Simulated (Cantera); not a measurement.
Feed: 1 mol Pb, 9.2 mol H2, 26 mol N2, at 875 °C and 1.30 bar.

Method: chemical equilibrium by Gibbs-energy minimisation in Cantera with the NASA 1993 tables (ideal gas, pure condensed phases). Candidate condensed phases: Pb; 11 gas species. The numbers say what is thermodynamically allowed, not how fast it happens.

Base state: N2 0.738, H2 0.261, Pb 0.000216, NH3 3.67e-5 (mole fractions); condensed: Pb(l).

Question: What changes in the equilibrium state with this change: temperature from 875 °C to 1200 °C?

Answer: 
| species | before | after |
|---|---|---|
| N2 | 0.738 | 0.728 |
| H2 | 0.261 | 0.258 |
| Pb | 0.000216 | 0.0145 |
| NH3 | 3.67e-5 | 9.75e-6 |
| Pb(l), mol | 0.992 | 0.482 |
